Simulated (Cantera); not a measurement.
Feed: 1 mol Fe₂O₃, 32 mol HCl, 0.42 mol O₂, equilibrated at 1723 K and 100 Torr.

Cantera equilibrium calculation (NASA polynomials, part measured and part estimated; ideal gas, pure solids and liquids). Candidate condensed phases: Fe, FeCl₂, FeCl₃, FeO, Fe(OH)₂, Fe(OH)₃, Fe₂O₃, Fe₃O₄, H₂O; 22 gas species. The numbers say what is thermodynamically allowed, not how fast it happens.

Q: What is the equilibrium state?

A: 
| Item | Result |
|---|---|
| x(HCl) | 0.790 |
| x(H₂O) | 0.0874 |
| x(FeCl₂) | 0.0587 |
| x(Cl) | 0.0426 |
| x(O₂) | 0.0140 |
| x(Cl₂) | 0.00516 |
| x(FeCl₃) | 0.00166 |
| x(OH) | 0.000333 |
| x(H₂) | 5.15e-5 |
| gas amount | 33.15 mol |
| log10 activity of FeCl₂(l) (absent) | -3.26 |
| log10 activity of Fe(δ) (absent) | -5.34 |
